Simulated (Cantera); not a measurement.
An adiabatic, constant-volume homogeneous reactor starts with C₃H₈ : O₂ : N₂ : CO₂ = 1 : 6.02 : 22.7 : 2.9 (molar parts), at 1650 K and 17.0 bar. Integrator tolerance rtol = 1e-08.

Cantera simulation using GRI-Mech 3.0 (53 species, 325 reactions); the numbers are that mechanism's predictions, not measurements. GRI-Mech 3.0 was tuned for natural gas; its chemistry of propane as a main component is partial and can be far from experiment. The pressure lies above the range GRI-Mech 3.0 was tuned for (to about 10 atm).

### Question
What does this change do: C3H8 1 to 0.56 parts?

### Answer
```tsv
quantity	before	after
time of steepest temperature rise	3.88 µs	4.03 µs
temperature at 0.200 s	2972 K	2606 K
equilibrium temperature	2972 K	2606 K
x(C₃H₈) at 0.200 s	<1e-12 (gas-phase equilibrium <1e-12)	<1e-12 (gas-phase equilibrium <1e-12)
x(O₂) at 0.200 s	0.0364 (gas-phase equilibrium 0.0364)	0.0902 (gas-phase equilibrium 0.0902)
x(CO₂) at 0.200 s	0.134 (gas-phase equilibrium 0.134)	0.134 (gas-phase equilibrium 0.134)
x(NO₂) at 0.200 s	2.44e-5 (gas-phase equilibrium 2.44e-5)	4.61e-5 (gas-phase equilibrium 4.61e-5)
x(CH₄) at 0.200 s	<1e-12 (gas-phase equilibrium <1e-12)	<1e-12 (gas-phase equilibrium <1e-12)
x(NO) at 0.200 s	0.0175 (gas-phase equilibrium 0.0175)	0.0168 (gas-phase equilibrium 0.0168)
x(HCO) at 0.200 s	1.52e-7 (gas-phase equilibrium 1.52e-7)	2.75e-9 (gas-phase equilibrium 2.75e-9)
```

### Question
What does this change do: constant pressure in place of constant volume?

### Answer
```json
[
 {"quantity": "time of steepest temperature rise", "before": "3.88 µs", "after": "4.37 µs"},
 {"quantity": "temperature at 0.200 s", "before": "2972 K", "after": "2793 K"},
 {"quantity": "equilibrium temperature", "before": "2972 K", "after": "2793 K"},
 {"quantity": "x(C₃H₈) at 0.200 s", "before": "<1e-12 (gas-phase equilibrium <1e-12)", "after": "<1e-12 (gas-phase equilibrium <1e-12)"},
 {"quantity": "x(O₂) at 0.200 s", "before": "0.0364 (gas-phase equilibrium 0.0364)", "after": "0.0347 (gas-phase equilibrium 0.0347)"},
 {"quantity": "x(CO₂) at 0.200 s", "before": "0.134 (gas-phase equilibrium 0.134)", "after": "0.144 (gas-phase equilibrium 0.144)"},
 {"quantity": "x(NO₂) at 0.200 s", "before": "2.44e-5 (gas-phase equilibrium 2.44e-5)", "after": "1.54e-5 (gas-phase equilibrium 1.54e-5)"},
 {"quantity": "x(CH₄) at 0.200 s", "before": "<1e-12 (gas-phase equilibrium <1e-12)", "after": "<1e-12 (gas-phase equilibrium <1e-12)"},
 {"quantity": "x(NO) at 0.200 s", "before": "0.0175 (gas-phase equilibrium 0.0175)", "after": "0.0136 (gas-phase equilibrium 0.0136)"},
 {"quantity": "x(HCO) at 0.200 s", "before": "1.52e-7 (gas-phase equilibrium 1.52e-7)", "after": "4.85e-8 (gas-phase equilibrium 4.85e-8)"}
]
```
